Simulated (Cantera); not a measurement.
A Cantera script and what it prints.

```python
import numpy as np
import cantera as ct

gas_names = """
    F F2 H HF H2 H2F2 H3F3 H4F4 H5F5 H6F6 H7F7 N NF NF2 NF3 NH NH2 NH3 N2 N2H2 N2H4 Si SiF SiF2 SiF3
    SiF4 SiH SiHF3 SiH2 SiH2F2 SiH3 SiH3F SiH4 SiN Si2 Si2N Si3
""".split()
cond_names = """
    Si(cr) Si(L) Si3N4(a)
""".split()


# ... load() reads the species with a 1 bar reference pressure and builds the phases ...
atoms = {
    'SiF4': {'Si': 1, 'F': 4},
    'NH3': {'N': 1, 'H': 3},
    'H2': {'H': 2},
}
top_T = {'Si3N4(a)': 2400}  # K; cautious upper limits of use, not melting points


# ... equilibrate(T, P, feed) seeds the gas with the atoms and calls Mixture.equilibrate('TP', solver="vcs", rtol=1e-11, max_steps=5000) ...
results = []
feed = {'SiF4': 1, 'NH3': 0.17, 'H2': 0.97}  # mol
T = 1423  # K
P = 100000  # Pa
mix = equilibrate(T, P, feed)
results.append((T, P, feed, dict(zip(mix.species_names, mix.species_moles))))
print(gas.report(threshold=1e-05))
for i in range(1, mix.n_phases):
    print(f"{mix.phase(i).name:16s} {mix.phase_moles(i):12.5e} mol")
```

Output:

```
       temperature   1423 K
          pressure   1e+05 Pa
           density   0.39787 kg/m^3
  mean mol. weight   47.074 kg/kmol
   phase of matter   gas

                          1 kg             1 kmol
                     ---------------   ---------------
          enthalpy       -1.3377e+07        -6.297e+08  J
   internal energy       -1.3628e+07       -6.4154e+08  J
           entropy            6290.6        2.9612e+05  J/K
    Gibbs function       -2.2328e+07       -1.0511e+09  J
 heat capacity c_p              1350             63550  J/K
 heat capacity c_v            1173.4             55236  J/K

                      mass frac. Y      mole frac. X     chem. pot. / RT
                     ---------------   ---------------   ---------------
                HF         0.0041397         0.0097406           -51.298
                H2          0.022328           0.52137           -19.102
                N2          0.021858           0.03673           -29.156
              SiF2        2.5597e-05        1.8234e-05             -96.2
              SiF3         0.0061933         0.0034267           -137.95
              SiF4           0.93407           0.42247           -179.69
             SiHF3          0.011326         0.0061931            -147.5
            SiH2F2        6.0824e-05        4.2046e-05            -115.3
     [  +29 minor]        2.2523e-06        1.0583e-05

Si(cr)            0.00000e+00 mol
Si3N4(a)          0.00000e+00 mol
```

These are equilibrium values from Cantera (NASA tables, ideal gas, pure condensed phases), not measurements of a reactor. The tables' values for SiF3, SiF2 are old estimates; treat these amounts as uncertain.
